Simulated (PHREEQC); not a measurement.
## Phosphoric acid bath: an equilibrium model

Dissolve 0.0019 mol H3PO4 and 0.0099 mol HF per kg of water at 25 °C. Closed to the air; pH follows from the charge balance.

Model: ion-association model, phreeqc.dat, run in PHREEQC.

This is a speciation only: nothing precipitates in the calculation.

Q: Estimate the pH, specific conductance, ionic strength.

A: pH 2.52; specific conductance 1220 µS/cm; ionic strength 0.00324 mol/kgw.

Q: In which forms is P present?

A: H2PO4- 70 %, H3PO4 30 % of the P.
